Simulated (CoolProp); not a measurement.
The fluid at 293.15 K and 1.29 MPa (stagnation) flows isentropically through a choked orifice. The same conditions are run with several fluids, on thermodynamics alone (safety and materials aside).

The numbers come from the reference Helmholtz-energy equation of state of each fluid (CF4 (R14): Platzer 1990; CH3F (R41): Lemmon 2006; carbon monoxide: Lemmon 2006; oxygen: Schmidt 1985; hydrogen chloride: Thol 2018) in CoolProp. The equations of Platzer and Polt are older, rougher fits.

```json
[
 {"fluid": "CF4 (R14)", "throat to inlet pressure ratio": "0.573", "mass flux (kg/(m² s))": "5080", "throat temperature (K)": "269.4"},
 {"fluid": "CH3F (R41)", "throat to inlet pressure ratio": "0.550", "mass flux (kg/(m² s))": "3400", "throat temperature (K)": "255.0"},
 {"fluid": "carbon monoxide", "throat to inlet pressure ratio": "0.527", "mass flux (kg/(m² s))": "3010", "throat temperature (K)": "243.6"},
 {"fluid": "oxygen", "throat to inlet pressure ratio": "0.528", "mass flux (kg/(m² s))": "3220", "throat temperature (K)": "244.0"},
 {"fluid": "hydrogen chloride", "throat to inlet pressure ratio": "0.531", "mass flux (kg/(m² s))": "3550", "throat temperature (K)": "245.4"}
]
```
